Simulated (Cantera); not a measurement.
A perfectly stirred reactor is fed with H2 : O2 : N2 : NO = 1 : 1.06 : 4 : 0.014 (molar parts), at 9.20 bar; it is adiabatic with a 450 K inlet, and is followed from long to short residence time, starting on the burning branch (τ in s: 0.058, 0.021, 0.008, 0.003, 0.0011, 0.00041, 0.00015, 5.7e-05, 2.1e-05).

Detailed kinetics in Cantera: GRI-Mech 3.0 (53 species, 325 reactions). The hydrogen kinetics of GRI-Mech 3.0 are dated; newer H2 mechanisms differ, most at raised pressure. The mechanism lacks 2 NO + O2 → 2 NO2 and HONO, so NO2 and the effect of NO are under-described below about 1400 K.

x: mole fraction; the columns are a selection and need not sum to one.

```json
[
 {"τ (s)": "0.058", "T (K)": "1707", "x H2": "3.77e-5", "x O2": "0.100", "x NO": "0.00249", "x NO2": "2.47e-5", "x OH": "0.000341", "x N2O": "6.55e-7", "x H": "5.34e-7"},
 {"τ (s)": "0.021", "T (K)": "1706", "x H2": "7.79e-5", "x O2": "0.100", "x NO": "0.00248", "x NO2": "3.22e-5", "x OH": "0.000428", "x N2O": "1.01e-6", "x H": "1.25e-6"},
 {"τ (s)": "0.0080", "T (K)": "1705", "x H2": "0.000153", "x O2": "0.100", "x NO": "0.00247", "x NO2": "4.07e-5", "x OH": "0.000550", "x N2O": "1.57e-6", "x H": "2.99e-6"},
 {"τ (s)": "0.0030", "T (K)": "1703", "x H2": "0.000302", "x O2": "0.100", "x NO": "0.00246", "x NO2": "4.79e-5", "x OH": "0.000724", "x N2O": "2.35e-6", "x H": "7.52e-6"},
 {"τ (s)": "0.0011", "T (K)": "1700", "x H2": "?", "x O2": "0.100", "x NO": "0.00246", "x NO2": "5.06e-5", "x OH": "?", "x N2O": "?", "x H": "?"},
 {"τ (s)": "0.00041", "T (K)": "1693", "x H2": "0.00117", "x O2": "0.100", "x NO": "0.00245", "x NO2": "4.77e-5", "x OH": "0.00129", "x N2O": "3.52e-6", "x H": "5.17e-5"},
 {"τ (s)": "0.00015", "T (K)": "1682", "x H2": "?", "x O2": "0.101", "x NO": "0.00246", "x NO2": "?", "x OH": "?", "x N2O": "3.57e-6", "x H": "?"},
 {"τ (s)": "5.7e-5", "T (K)": "1661", "x H2": "0.00453", "x O2": "0.101", "x NO": "0.00246", "x NO2": "3.26e-5", "x OH": "0.00218", "x N2O": "3.36e-6", "x H": "0.000340"},
 {"τ (s)": "2.1e-5", "T (K)": "1618", "x H2": "0.00938", "x O2": "0.103", "x NO": "0.00246", "x NO2": "2.50e-5", "x OH": "0.00263", "x N2O": "3.00e-6", "x H": "0.000826"}
]
```

Complete the blanks.


- 0.0011, x H2: 0.000599
- 0.0011, x OH: 0.000970
- 0.0011, x N2O: 3.11e-6
- 0.0011, x H: 1.98e-5
- 0.00015, x H2: 0.00233
- 0.00015, x NO2: 4.07e-5
- 0.00015, x OH: 0.00171
- 0.00015, x H: 0.000137
